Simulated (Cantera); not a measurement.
A perfectly stirred reactor is fed with 2.72 % NO, 97.3 % N2, at 0.0132 atm; it is held at 1900 K, and followed from long to short residence time.

Computed with Cantera and GRI-Mech 3.0 (53 species, 325 reactions). Radical loss at walls, strong at low pressure, is not modelled.

x: mole fraction; the columns are a selection and need not sum to one.

```
τ (s)      x NO    x N2O  x O     x NO2      x O2
-------  ------  -------  ---  --------  --------
26       0.0256  2.74e-7    ?   4.03e-7  0.000762
9.1      0.0268  3.05e-7    ?   2.46e-7  0.000171
3.1      0.0271  3.13e-7    ?   1.34e-7   3.00e-5
1.1      0.0272  3.06e-7    ?   5.69e-8   4.18e-6
0.38     0.0272  2.80e-7    ?   1.95e-8   4.80e-7
0.13     0.0272  2.22e-7    ?   5.79e-9   5.04e-8
0.045    0.0272  1.38e-7    ?   1.49e-9   5.10e-9
0.016    0.0272  6.78e-8    ?  3.30e-10  5.46e-10
0.0054   0.0272  2.65e-8    ?  5.54e-11  5.57e-11
0.0019   0.0272  9.86e-9    ?  8.31e-12  6.57e-12
0.00065  0.0272  3.44e-9    ?  1.06e-12    <1e-12
```

Q: Some entries are withheld; supply them.

A: 
- 26, x O: 8.51e-5
- 9.1, x O: 5.06e-5
- 3.1, x O: 2.66e-5
- 1.1, x O: 1.09e-5
- 0.38, x O: 3.74e-6
- 0.13, x O: 1.16e-6
- 0.045, x O: 3.41e-7
- 0.016, x O: 1.03e-7
- 0.0054, x O: 3.12e-8
- 0.0019, x O: 1.05e-8
- 0.00065, x O: 3.51e-9
